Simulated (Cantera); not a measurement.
Input (Python, Cantera):

```python
import numpy as np
import cantera as ct

gas = ct.Solution("gri30.yaml")
gas.TPX = 1048, 100000, {'CH3OH': 0.0057, 'O2': 0.017, 'N2': 1}
reactor = ct.IdealGasConstPressureReactor(gas, energy="off", clone=False)
net = ct.ReactorNet([reactor])
net.rtol, net.atol = 1e-08, 1e-18
show = ['CH3OH', 'O2', 'CH2CO', 'C2H2', 'CH4', 'HCN']
times = np.geomspace(0.0003, 2, 10)

steps = ct.SolutionArray(gas, extra=["t"])
rows = []
print(f"{'t/s':>10s}{'T/K':>9s}{'P/Pa':>11s}" + "".join(f"{s:>11s}" for s in show))
for t in times:
    while net.time < t:
        t_next = net.step()
        steps.append(gas.state, t=t_next)
    rows.append([np.interp(t, steps.t, y) for y in (steps.T, steps.P, *steps(*show).X.T)])
    print(f"{t:10.3e}{rows[-1][0]:9.1f}{rows[-1][1]:11.4g}" + "".join(f"{x:11.3e}" for x in rows[-1][2:]))
rate = np.gradient(steps.T, steps.t)
print("integrator steps:", len(steps.t))
if steps.T.max() > steps.T[0] + 200:
    print(f"time of steepest temperature rise: {steps.t[rate.argmax()]:.4e} s")
gas.TPX = 1048, 100000, {'CH3OH': 0.0057, 'O2': 0.017, 'N2': 1}
gas.equilibrate("TP")
print(f"equilibrium (TP): T = {gas.T:.1f} K  " + "  ".join(f"{s} {gas[s].X[0]:.3e}" for s in show))
```

Result:

```
       t/s      T/K       P/Pa      CH3OH         O2      CH2CO       C2H2        CH4        HCN
 3.000e-04   1048.0      1e+05  5.573e-03  1.662e-02  9.370e-21  5.296e-21  2.279e-11  1.654e-22
 7.980e-04   1048.0      1e+05  5.573e-03  1.662e-02  6.650e-20  1.412e-20  1.432e-10  4.559e-22
 2.123e-03   1048.0      1e+05  5.573e-03  1.662e-02  4.702e-19  3.765e-20  7.646e-10  1.265e-21
 5.646e-03   1048.0      1e+05  5.573e-03  1.662e-02  3.333e-18  1.009e-19  3.099e-09  3.533e-21
 1.502e-02   1048.0      1e+05  5.573e-03  1.662e-02  2.370e-17  2.748e-19  9.682e-09  9.976e-21
 3.995e-02   1048.0      1e+05  5.573e-03  1.662e-02  1.702e-16  7.778e-19  2.673e-08  3.046e-20
 1.063e-01   1048.0      1e+05  5.573e-03  1.662e-02  1.281e-15  2.393e-18  6.889e-08  1.245e-19
 2.827e-01   1048.0      1e+05  5.563e-03  1.662e-02  1.592e-14  9.574e-18  1.593e-07  1.322e-18
 7.519e-01   1048.0      1e+05  6.877e-19  8.407e-03  1.217e-20  1.111e-27  5.161e-18  1.169e-13
 2.000e+00   1048.0      1e+05 -4.531e-19  8.245e-03  5.257e-22  2.602e-28 -7.271e-18  4.961e-14
integrator steps: 2397
equilibrium (TP): T = 1048.0 K  CH3OH 5.013e-40  O2 8.234e-03  CH2CO 5.831e-50  C2H2 2.592e-59  CH4 1.284e-42  HCN 1.407e-30
```

Cantera simulation using GRI-Mech 3.0 (53 species, 325 reactions); the numbers are that mechanism's predictions, not measurements. GRI-Mech 3.0 was tuned for natural gas; its chemistry of methanol as a main component is partial and can be far from experiment.
